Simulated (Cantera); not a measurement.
Stirred combustor or abatement burner

A perfectly stirred reactor is fed with CH4 : O2 : N2 = 1 : 3.51 : 13.2 (molar parts), equivalence ratio 0.57, at 1130 Torr; it is adiabatic with a 600 K inlet, and is followed from long to short residence time, starting on the burning branch (τ in s: 0.14, 0.063, 0.028, 0.012, 0.0053, 0.0023, 0.001, 0.00045, 0.00019, 8.5e-05, 3.7e-05, 1.6e-05, 7.2e-06).

Computed with Cantera and GRI-Mech 3.0 (53 species, 325 reactions).

| τ (s) | T (K) | x CH4 | x O2 | x HCO | x OH | x H | x CO2 | x HCN |
|---|---|---|---|---|---|---|---|---|
| 0.14 | 1846 | 5.76e-6 | 0.0851 | 6.45e-9 | 0.00100 | 7.18e-6 | 0.0562 | 6.31e-9 |
| 0.063 | 1843 | 1.01e-5 | 0.0851 | 1.45e-8 | 0.00121 | 1.32e-5 | 0.0561 | 7.13e-9 |
| 0.028 | 1839 | 1.74e-5 | 0.0851 | 3.35e-8 | 0.00151 | 2.66e-5 | 0.0559 | 8.51e-9 |
| 0.012 | 1832 | 3.00e-5 | 0.0852 | 8.06e-8 | 0.00192 | 5.77e-5 | 0.0554 | 1.08e-8 |
| 0.0053 | 1822 | 5.08e-5 | 0.0853 | 1.88e-7 | 0.00241 | 0.000122 | 0.0547 | 1.45e-8 |
| 0.0023 | 1805 | 8.79e-5 | 0.0857 | 4.48e-7 | 0.00298 | 0.000257 | 0.0534 | 2.11e-8 |
| 0.0010 | 1778 | 0.000157 | 0.0866 | 1.05e-6 | 0.00355 | 0.000515 | 0.0513 | 3.30e-8 |
| 0.00045 | 1739 | 0.000291 | 0.0882 | 2.37e-6 | 0.00396 | 0.000923 | 0.0480 | 5.29e-8 |
| 0.00019 | 1672 | 0.000671 | 0.0920 | 5.62e-6 | 0.00394 | 0.00146 | 0.0414 | 9.08e-8 |
| 8.5e-5 | 600 | 0.0565 | 0.198 | <1e-12 | <1e-12 | <1e-12 | <1e-12 | <1e-12 |
| 3.7e-5 | 600 | 0.0565 | 0.198 | <1e-12 | <1e-12 | <1e-12 | <1e-12 | <1e-12 |
| 1.6e-5 | 600 | 0.0565 | 0.198 | <1e-12 | <1e-12 | <1e-12 | <1e-12 | <1e-12 |
| 7.2e-6 | 600 | 0.0565 | 0.198 | <1e-12 | <1e-12 | <1e-12 | <1e-12 | <1e-12 |
x: mole fraction; the columns are a selection and need not sum to one.
